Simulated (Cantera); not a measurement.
An adiabatic, constant-pressure homogeneous reactor starts with CH4 : C2H6 : O2 : N2 = 1 : 0.28 : 1.57 : 5.9 (molar parts), at 1175 K and 1.01 bar. Integrator tolerance rtol = 1e-08.

Detailed kinetics in Cantera: GRI-Mech 3.0 (53 species, 325 reactions).

Q: What does this change do: initial temperature 1175 to 1275 K?

A: 
```csv
quantity,before,after
time of steepest temperature rise,4.19 ms,1.12 ms
temperature at 0.600 s,2328 K,2406 K
equilibrium temperature,2328 K,2406 K
x(CH4) at 0.600 s,1.97e-11 (gas-phase equilibrium 2.22e-11),1.34e-11 (gas-phase equilibrium 1.51e-11)
x(C2H6) at 0.600 s,<1e-12 (gas-phase equilibrium <1e-12),<1e-12 (gas-phase equilibrium <1e-12)
x(O2) at 0.600 s,5.07e-6 (gas-phase equilibrium 5.07e-6),1.19e-5 (gas-phase equilibrium 1.19e-5)
x(CH3) at 0.600 s,1.08e-11 (gas-phase equilibrium 1.22e-11),1.07e-11 (gas-phase equilibrium 1.20e-11)
x(NO2) at 0.600 s,3.71e-10 (gas-phase equilibrium 3.71e-10),9.30e-10 (gas-phase equilibrium 9.30e-10)
x(CH2CO) at 0.600 s,<1e-12 (gas-phase equilibrium <1e-12),<1e-12 (gas-phase equilibrium <1e-12)
x(H2O) at 0.600 s,0.131 (gas-phase equilibrium 0.131),0.131 (gas-phase equilibrium 0.131)
```

Q: What does this change do: initial temperature 1175 to 1523 K?

A: 
| quantity | before | after |
|---|---|---|
| time of steepest temperature rise | 4.19 ms | 0.146 ms |
| temperature at 0.600 s | 2328 K | 2582 K |
| equilibrium temperature | 2328 K | 2582 K |
| x(CH4) at 0.600 s | 1.97e-11 (gas-phase equilibrium 2.22e-11) | 6.07e-12 (gas-phase equilibrium 6.83e-12) |
| x(C2H6) at 0.600 s | <1e-12 (gas-phase equilibrium <1e-12) | <1e-12 (gas-phase equilibrium <1e-12) |
| x(O2) at 0.600 s | 5.07e-6 (gas-phase equilibrium 5.07e-6) | 6.86e-5 (gas-phase equilibrium 6.86e-5) |
| x(CH3) at 0.600 s | 1.08e-11 (gas-phase equilibrium 1.22e-11) | 1.03e-11 (gas-phase equilibrium 1.16e-11) |
| x(NO2) at 0.600 s | 3.71e-10 (gas-phase equilibrium 3.71e-10) | 6.04e-9 (gas-phase equilibrium 6.04e-9) |
| x(CH2CO) at 0.600 s | <1e-12 (gas-phase equilibrium <1e-12) | <1e-12 (gas-phase equilibrium <1e-12) |
| x(H2O) at 0.600 s | 0.131 (gas-phase equilibrium 0.131) | 0.129 (gas-phase equilibrium 0.129) |

Q: What does this change do: N2 5.9 to 14 parts?

A: 
```csv
quantity,before,after
time of steepest temperature rise,4.19 ms,6.45 ms
temperature at 0.600 s,2328 K,1868 K
equilibrium temperature,2328 K,1868 K
x(CH4) at 0.600 s,1.97e-11 (gas-phase equilibrium 2.22e-11),2.69e-7 (gas-phase equilibrium 7.24e-11)
x(C2H6) at 0.600 s,<1e-12 (gas-phase equilibrium <1e-12),<1e-12 (gas-phase equilibrium <1e-12)
x(O2) at 0.600 s,5.07e-6 (gas-phase equilibrium 5.07e-6),7.23e-9 (gas-phase equilibrium 7.28e-9)
x(CH3) at 0.600 s,1.08e-11 (gas-phase equilibrium 1.22e-11),1.16e-8 (gas-phase equilibrium 3.13e-12)
x(NO2) at 0.600 s,3.71e-10 (gas-phase equilibrium 3.71e-10),5.89e-12 (gas-phase equilibrium <1e-12)
x(CH2CO) at 0.600 s,<1e-12 (gas-phase equilibrium <1e-12),8.03e-11 (gas-phase equilibrium <1e-12)
x(H2O) at 0.600 s,0.131 (gas-phase equilibrium 0.131),0.0711 (gas-phase equilibrium 0.0712)
```
